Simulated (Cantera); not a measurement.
Input (Python, Cantera) and output of one run.

```python
import numpy as np
import cantera as ct

gas_names = """
    Cr CrN H H2 N NH NH2 NH3 N2 N2H2 N2H4
""".split()
cond_names = """
    Cr(cr) Cr(L) CrN(s) Cr2N(s)
""".split()


# ... load() reads the species with a 1 bar reference pressure and builds the phases ...
atoms = {
    'Cr': {'Cr': 1},
    'NH3': {'N': 1, 'H': 3},
    'H2': {'H': 2},
}
top_T = {'CrN(s)': 1900, 'Cr2N(s)': 1900}  # K; cautious upper limits of use, not melting points


# ... equilibrate(T, P, feed) seeds the gas with the atoms and calls Mixture.equilibrate('TP', solver="vcs", rtol=1e-11, max_steps=5000) ...
results = []
feed = {'Cr': 1, 'NH3': 4.6, 'H2': 18}  # mol
P = 2.3  # Pa
for T in [900, 1100, 1300, 1500, 1700, 1900, 2100, 2300, 2500, 2700]:
    mix = equilibrate(T, P, feed)
    results.append((T, P, feed, dict(zip(mix.species_names, mix.species_moles))))
    x = sorted(zip(gas.X, gas.species_names), reverse=True)
    print(f"T = {T:g} K  P = {P:g} Pa  gas = {mix.phase_moles(0):.4g} mol")
    print("   x: " + "  ".join(f"{s} {v:.3e}" for v, s in x if v > 1e-06))
    print("   condensed (mol): " + ("  ".join(f"{mix.phase(i).name} {mix.phase_moles(i):.4g}"
          for i in range(1, mix.n_phases) if mix.phase_moles(i) > 1e-12) or "none"))
```

Output:

```
T = 900 K  P = 2.3 Pa  gas = 26.95 mol
   x: H2 9.239e-01  N2 7.607e-02
   condensed (mol): Cr2N(s) 0.5
T = 1100 K  P = 2.3 Pa  gas = 27.2 mol
   x: H2 9.154e-01  N2 8.456e-02  H 5.158e-06
   condensed (mol): Cr(cr) 1
T = 1300 K  P = 2.3 Pa  gas = 27.21 mol
   x: H2 9.150e-01  N2 8.453e-02  H 2.207e-04  Cr 2.069e-04
   condensed (mol): Cr(cr) 0.9944
T = 1500 K  P = 2.3 Pa  gas = 27.93 mol
   x: H2 8.897e-01  N2 8.234e-02  Cr 2.445e-02  H 3.462e-03
   condensed (mol): Cr(cr) 0.317
T = 1700 K  P = 2.3 Pa  gas = 28.61 mol
   x: H2 8.562e-01  N2 8.040e-02  Cr 3.496e-02  H 2.843e-02
   condensed (mol): none
T = 1900 K  P = 2.3 Pa  gas = 30.37 mol
   x: H2 7.482e-01  H 1.431e-01  N2 7.572e-02  Cr 3.292e-02
   condensed (mol): none
T = 2100 K  P = 2.3 Pa  gas = 36.23 mol
   x: H2 4.656e-01  H 4.433e-01  N2 6.348e-02  Cr 2.760e-02
   condensed (mol): none
T = 2300 K  P = 2.3 Pa  gas = 46.21 mol
   x: H 7.794e-01  H2 1.492e-01  N2 4.978e-02  Cr 2.164e-02  N 1.817e-06
   condensed (mol): none
T = 2500 K  P = 2.3 Pa  gas = 51.56 mol
   x: H 9.061e-01  N2 4.460e-02  H2 2.987e-02  Cr 1.939e-02  N 1.287e-05
   condensed (mol): none
T = 2700 K  P = 2.3 Pa  gas = 52.78 mol
   x: H 9.313e-01  N2 4.355e-02  Cr 1.895e-02  H2 6.178e-03  N 7.074e-05
   condensed (mol): none
```

Cantera equilibrium calculation (NASA polynomials, part measured and part estimated; ideal gas, pure solids and liquids).
